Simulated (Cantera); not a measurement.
Input (Python, Cantera) and output of one run.

```python
import numpy as np
import cantera as ct

gas_names = """
    B BH BH2 BH3 BN B2 H H2 N NH NH2 NH3 N2 N2H2 N2H4
""".split()
cond_names = """
    B(b) B(L) BN(s)
""".split()


# ... load() reads the species with a 1 bar reference pressure and builds the phases ...
atoms = {
    'borazine': {'B': 3, 'N': 3, 'H': 6},
    'H2': {'H': 2},
}
top_T = {'BN(s)': 3200}  # K; cautious upper limits of use, not melting points


# ... equilibrate(T, P, feed) seeds the gas with the atoms and calls Mixture.equilibrate('TP', solver="vcs", rtol=1e-11, max_steps=5000) ...
results = []
feed = {'borazine': 1, 'H2': 25}  # mol
T = 1525  # K
P = 10000  # Pa
mix = equilibrate(T, P, feed)
results.append((T, P, feed, dict(zip(mix.species_names, mix.species_moles))))
x = sorted(zip(gas.X, gas.species_names), reverse=True)
print(f"T = {T:g} K  P = {P:g} Pa  gas = {mix.phase_moles(0):.4g} mol")
print("   x: " + "  ".join(f"{s} {v:.3e}" for v, s in x if v > 0.001))
print("   condensed (mol): " + ("  ".join(f"{mix.phase(i).name} {mix.phase_moles(i):.4g}"
      for i in range(1, mix.n_phases) if mix.phase_moles(i) > 1e-12) or "none"))
```

It prints:

```
T = 1525 K  P = 10000 Pa  gas = 28 mol
   x: H2 9.999e-01
   condensed (mol): BN(s) 3
```

Cantera equilibrium calculation (NASA polynomials, part measured and part estimated; ideal gas, pure solids and liquids). The feed counts by its element totals alone.
